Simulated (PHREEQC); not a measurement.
A made-up water analysis in mg/L, 49 °C, pH 6.11, pe 9.8:

```json
[
 {"constituent": "Na", "mg/L": "0.83"},
 {"constituent": "K", "mg/L": "0.495"},
 {"constituent": "Ca", "mg/L": "1.73"},
 {"constituent": "Mg", "mg/L": "0.218"},
 {"constituent": "Cl", "mg/L": "0.744"},
 {"constituent": "S(6) as SO4", "mg/L": "1.73"},
 {"constituent": "Alkalinity as HCO3", "mg/L": "5.87"},
 {"constituent": "Zn", "mg/L": "0.00196"},
 {"constituent": "Pb", "mg/L": "0.0829"},
 {"constituent": "O(0) (dissolved oxygen)", "mg/L": "0.0185"},
 {"constituent": "B", "mg/L": "0.00137"},
 {"constituent": "Sr", "mg/L": "0.0203"}
]
```

Valence states are taken as typed.

The numbers come from PHREEQC with the ion-association model, phreeqc.dat.

Each row changes one thing in this solution. This is a speciation only: nothing precipitates in the calculation.

```json
[
 {"case": "as made", "CO2 (mol/kgw)": "0.000142", "HCO3- (mol/kgw)": "9.67e-5", "Pb+2 (mol/kgw)": "3.24e-7", "CaSO4 (mol/kgw)": "1.39e-7", "CaHCO3+ (mol/kgw)": "6.20e-8", "MgSO4 (mol/kgw)": "5.70e-8", "SI of Pb(OH)2 (Pb(OH)2)": "-1.69", "SI of Anglesite (PbSO4)": "-3.63"},
 {"case": "S(6) from 1.73 to 3.46 mg/L", "CO2 (mol/kgw)": "0.000142", "HCO3- (mol/kgw)": "9.67e-5", "Pb+2 (mol/kgw)": "3.22e-7", "CaSO4 (mol/kgw)": "2.75e-7", "CaHCO3+ (mol/kgw)": "6.15e-8", "MgSO4 (mol/kgw)": "1.12e-7", "SI of Pb(OH)2 (Pb(OH)2)": "-1.69", "SI of Anglesite (PbSO4)": "-3.34"},
 {"case": "S(6) from 1.73 to 0.865 mg/L", "CO2 (mol/kgw)": "0.000143", "HCO3- (mol/kgw)": "9.67e-5", "Pb+2 (mol/kgw)": "3.24e-7", "CaSO4 (mol/kgw)": "___", "CaHCO3+ (mol/kgw)": "6.23e-8", "MgSO4 (mol/kgw)": "2.87e-8", "SI of Pb(OH)2 (Pb(OH)2)": "-1.68", "SI of Anglesite (PbSO4)": "-3.93"},
 {"case": "all concentrations times 3 at the same typed pH", "CO2 (mol/kgw)": "0.000419", "HCO3- (mol/kgw)": "0.000288", "Pb+2 (mol/kgw)": "7.42e-7", "CaSO4 (mol/kgw)": "1.10e-6", "CaHCO3+ (mol/kgw)": "5.22e-7", "MgSO4 (mol/kgw)": "4.50e-7", "SI of Pb(OH)2 (Pb(OH)2)": "-1.35", "SI of Anglesite (PbSO4)": "___"},
 {"case": "temperature from 49 to 90 °C at the same typed pH", "CO2 (mol/kgw)": "0.000175", "HCO3- (mol/kgw)": "9.62e-5", "Pb+2 (mol/kgw)": "3.20e-7", "CaSO4 (mol/kgw)": "1.72e-7", "CaHCO3+ (mol/kgw)": "7.78e-8", "MgSO4 (mol/kgw)": "1.24e-7", "SI of Pb(OH)2 (Pb(OH)2)": "-0.62", "SI of Anglesite (PbSO4)": "___"}
]
```

### Question
Fill in the missing entries.

### Answer

- S(6) from 1.73 to 0.865 mg/L, CaSO4 (mol/kgw): 7.01e-8
- all concentrations times 3 at the same typed pH, SI of Anglesite (PbSO4): -2.84
- temperature from 49 to 90 °C at the same typed pH, SI of Anglesite (PbSO4): -3.81

Complexes and solids missing from the database can't appear. Away from 25 °C the constants follow the database's enthalpies or fits; those with neither stay at their 25 °C values.
